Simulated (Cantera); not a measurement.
Thermodynamics of boron, boron nitride and boron oxide, feed B2O3 + NH3

Input: 1 mol B2O3, 0.13 mol NH3, equilibrated at 7.40 mbar.

These are equilibrium values from Cantera (NASA tables, ideal gas, pure condensed phases), not measurements of a reactor. Candidate condensed phases: B, BN, B2O3, B3O3H3, H2O; 39 gas species. Kinetics and transport are ignored.

| T (K) | x B2O3 | x H2 | x N2 | x HBO2 | x BO | x HBO | x H | x B2O2 | x BO2 | n B2O3(l) |
|---|---|---|---|---|---|---|---|---|---|---|
| 1750 | 0.226 | 0.459 | 0.174 | 0.0754 | 0.00320 | 0.0426 | 0.00183 | 0.0165 | 2.15e-5 | 0.886 |
| 1850 | 0.696 | 0.0924 | 0.0513 | 0.0916 | 0.00955 | 0.0275 | 0.00190 | 0.0284 | 0.000169 | 0 |
| 1950 | 0.683 | 0.0856 | 0.0510 | 0.0996 | 0.0196 | 0.0283 | 0.00390 | 0.0275 | 0.000498 | 0 |
| 2050 | 0.664 | 0.0775 | 0.0504 | 0.109 | 0.0363 | 0.0277 | 0.00734 | 0.0250 | 0.00136 | 0 |
| 2150 | 0.639 | 0.0678 | 0.0496 | 0.118 | 0.0604 | 0.0253 | 0.0128 | 0.0209 | 0.00346 | 0 |
| 2250 | 0.605 | 0.0563 | 0.0485 | 0.128 | 0.0913 | 0.0215 | 0.0205 | 0.0161 | 0.00841 | 0 |
| 2350 | 0.562 | 0.0440 | 0.0470 | 0.135 | 0.127 | 0.0170 | 0.0304 | 0.0115 | 0.0193 | 0 |
x: gas mole fraction; n: condensed amount in mol.

At 1750 K the condensed part is B2O3(l). From 1850 K to 2350 K nothing is condensed. The main B-bearing gas is B2O3 throughout.
